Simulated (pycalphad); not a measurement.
An equivalent pycalphad script:

```python
from pycalphad import Database, equilibrium, calculate, variables as v
import numpy as np
db = Database('COST507.tdb')
comps = ['SI', 'SN', 'VA']
phases = ['BCT_A5', 'DIAMOND_A4', 'LIQUID']
eq = equilibrium(db, comps, phases, {v.X('SN'): 0.697, v.T: np.arange(2350, 499, -40), v.P: 101325, v.N: 1}, output=['HM', 'SM'])
```

Source of the numbers: pycalphad with the COST 507 light-alloy database (1999); pressure 1 atm. The data set is of 1999 and partly superseded. Amounts are mole fractions of atoms.

Results at three of the temperatures:

```
T = 2070.00 K, P = 101325 Pa, N = 1 mol of atoms
G = -170649 J/mol, H = 74684 J/mol, S = 118.52 J/(mol K)  (SER reference)
chemical potentials (J/mol): Si -112981, Sn -195718
phase             fraction      x(Si)      x(Sn)
LIQUID              1.0000     0.3030     0.6970
```

```
T = 1270.00 K, P = 101325 Pa, N = 1 mol of atoms
G = -83626 J/mol, H = 33278 J/mol, S = 92.05 J/(mol K)  (SER reference)
chemical potentials (J/mol): Si -44055, Sn -100828
phase             fraction      x(Si)      x(Sn)
LIQUID              0.7187     0.0302     0.9698
DIAMOND_A4          0.2813     1.0000    3.7e-07
```

```
T = 1150.00 K, P = 101325 Pa, N = 1 mol of atoms
G = -72798 J/mol, H = 28938 J/mol, S = 88.47 J/(mol K)  (SER reference)
chemical potentials (J/mol): Si -37765, Sn -88028
phase             fraction      x(Si)      x(Sn)
LIQUID              0.7059     0.0126     0.9874
DIAMOND_A4          0.2941     1.0000   4.06e-07
```

Changes of the phase set, refined by bisection:

```
T (°C)  phases above           phases below
------  ------------  ---------------------
1293.1        liquid  diamond (Si) + liquid
```

DIAMOND_A4 is diamond (Si).
